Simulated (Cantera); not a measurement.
What does this Cantera script print?

```python
import numpy as np
import cantera as ct

gas_names = """
    F F2 N NF NF2 NF3 N2 Si SiF SiF2 SiF3 SiF4 SiN Si2 Si2N Si3
""".split()
cond_names = """
    Si(cr) Si(L) Si3N4(a)
""".split()


# ... load() reads the species with a 1 bar reference pressure and builds the phases ...
atoms = {
    'Si': {'Si': 1},
    'NF3': {'N': 1, 'F': 3},
}
top_T = {'Si3N4(a)': 2400}  # K; cautious upper limits of use, not melting points


# ... equilibrate(T, P, feed) seeds the gas with the atoms and calls Mixture.equilibrate('TP', solver="vcs", rtol=1e-11, max_steps=5000) ...
results = []
T = 675  # K
P = 21000  # Pa
for m in [0.84, 1.1, 1.4, 1.8, 2.3, 3, 3.9, 5.1]:
    feed = {'Si': 1, 'NF3': m}  # mol
    mix = equilibrate(T, P, feed)
    results.append((T, P, feed, dict(zip(mix.species_names, mix.species_moles))))

top = {s: max(r[3][s] / sum(r[3][g] for g in gas_names) for r in results) for s in gas_names}
cols = sorted((s for s in top if top[s] > 0.001), key=lambda s: -top[s])[:5]
seen = [c for c in cond_names if any(r[3].get(c, 0) > 1e-12 for r in results)]
print("log10 of partial pressures in bar; condensed amounts in mol")
print(f"{'n(NF3)':>10s}" + "".join(f"{s[:9]:>10s}" for s in cols + seen))
for T, P, feed, n in results:
    ng = sum(n[g] for g in gas_names)
    print(f"{feed['NF3']:10.4g}" + "".join(f"{np.log10(max(n[s] / ng * P / 1e5, 1e-99)):10.3f}" for s in cols)
          + "".join(f"{n.get(c, 0):10.4g}" for c in seen))
```

It prints:

```
log10 of partial pressures in bar; condensed amounts in mol
    n(NF3)      SiF4       NF3        N2        F2  Si3N4(a)
      0.84    -0.783   -77.072    -1.344   -52.861    0.1233
       1.1    -0.861   -76.927    -1.141   -52.833   0.05833
       1.4    -0.918    -2.134    -1.092    -2.986         0
       1.8    -1.012    -1.367    -1.180    -2.446         0
       2.3    -1.106    -1.142    -1.267    -2.267         0
         3    -1.211    -1.010    -1.362    -2.147         0
       3.9    -1.317    -0.928    -1.455    -2.062         0
       5.1    -1.427    -0.873    -1.548    -1.994         0
```

Equilibrium computed with Cantera from the NASA thermochemical tables; the gas is ideal and each condensed phase is pure.
